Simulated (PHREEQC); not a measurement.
1 kg of water holding 30 mmol/kgw NaCl and 48 mmol/kgw Na2SO4 is evaporated at 30 °C; the solids stay in contact with the brine. No CO2 enters from the air. The run lets Halite, Mirabilite, Thenardite precipitate or redissolve, and no other solid.

Computed with PHREEQC (Pitzer model, pitzer.dat).

```
water left (kg)  ionic strength  water activity  Thenardite (mol)
---------------  --------------  --------------  ----------------
1                         0.174           0.997                 0
0.8219                    0.212           0.996                 0
0.6755                    0.258           0.995                 0
0.5552                    0.313           0.995                 0
0.4563                    0.381           0.993                 0
0.375                     0.464      (withheld)                 0
0.3082                    0.564           0.991                 0
0.2082                    0.836           0.986                 0
0.1711                     1.02           0.984                 0
0.1407                     1.24           0.980                 0
0.1156                     1.51           0.976                 0
0.09502              (withheld)           0.971                 0
0.07809                    2.23           0.965                 0
0.06418                    2.71           0.958                 0
0.05275                    3.30           0.949                 0
0.04335              (withheld)           0.938                 0
0.03564                    4.88           0.924                 0
0.0293                     5.94           0.906                 0
0.02407                    7.23           0.882                 0
0.01627                    8.67           0.843            0.0110
0.01337                    8.33           0.835            0.0209
0.01099                    7.99           0.826            0.0287
0.00903                    7.67           0.812            0.0349
0.007426                   7.45           0.794            0.0396
0.006093                   7.40           0.767            0.0430
0.005012                   7.52           0.743            0.0448
```

Problem. Fill in the missing entries.

Solution. 
- 0.375, water activity: 0.992
- 0.09502, ionic strength: 1.83
- 0.04335, ionic strength: 4.01
